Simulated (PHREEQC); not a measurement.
A made-up water analysis in mg/kgw, 25 °C, pH 3.87, pe 9: Na 260; K 9.75; Ca 425; Mg 79.3; Cl 73.3; S(6) as SO4 1840; Al 0.228; Cu(2) 2.8; Fe(3) 1.81.

Valence states are taken as typed.

Computed with PHREEQC (ion-association model, wateq4f.dat).

Question: The ionic strength comes out as 0.0514 mol/kgw. What activity coefficients do H+, CaHSO4+, Mg+2, KSO4-, Fe(SO4)2- get?

Answer: H+ 0.85, CaHSO4+ 0.82, Mg+2 0.48, KSO4- 0.83, Fe(SO4)2- 0.82.

No solid was allowed to form. The solution is supersaturated, for example in Jarosite-K, Jarosite-Na, so a real one may precipitate; this is no full list. Complexes and solids missing from the database can't appear.
